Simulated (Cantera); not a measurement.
An isothermal plug-flow reactor at 625 K and 500000 Pa (inlet), inlet velocity 0.6 m/s, active area per volume 2300 1/m; feed 1.98 % H2, 12.5 % O2, 82.3 % N2, 3.23 % H2O, equivalence ratio 0.079.

Detailed kinetics in Cantera: Deutschmann's 1995 Pt surface mechanism with GRI-Mech 3.0 gas chemistry. Catalytic surfaces can have several steady states; this one follows from the mechanism file's or the stated starting coverage. Mass transfer to the wall is taken as infinitely fast.

x: gas mole fraction; θ: surface coverage.

| z (m) | x H2 | x O2 | x H2O | θ free Pt | θ O* | θ OH* |
|---|---|---|---|---|---|---|
| 0.00015 | (withheld) | 0.118 | 0.0491 | 0.0484 | 0.915 | 0.0365 |
| 0.00026 | (withheld) | 0.117 | 0.0505 | 0.0300 | 0.940 | 0.0294 |
| 0.00046 | (withheld) | 0.117 | 0.0513 | 0.0177 | 0.959 | 0.0229 |
| 0.00082 | (withheld) | 0.117 | 0.0519 | 0.0102 | 0.972 | 0.0176 |
| 0.0015 | (withheld) | 0.116 | 0.0522 | 0.00567 | 0.981 | 0.0132 |
| 0.0026 | (withheld) | 0.116 | 0.0524 | 0.00334 | 0.986 | 0.0102 |
| 0.0046 | (withheld) | 0.116 | 0.0525 | 0.00198 | 0.990 | 0.00785 |
| 0.0082 | (withheld) | 0.116 | 0.0525 | 0.00125 | 0.993 | 0.00624 |
| 0.015 | (withheld) | 0.116 | 0.0526 | 0.000869 | 0.994 | 0.00521 |

Fill in the missing entries.


- 0.00015, x H2: 0.00339
- 0.00026, x H2: 0.00209
- 0.00046, x H2: 0.00123
- 0.00082, x H2: 0.000704
- 0.0015, x H2: 0.000389
- 0.0026, x H2: 0.000224
- 0.0046, x H2: 0.000124
- 0.0082, x H2: 6.50e-5
- 0.015, x H2: 2.90e-5
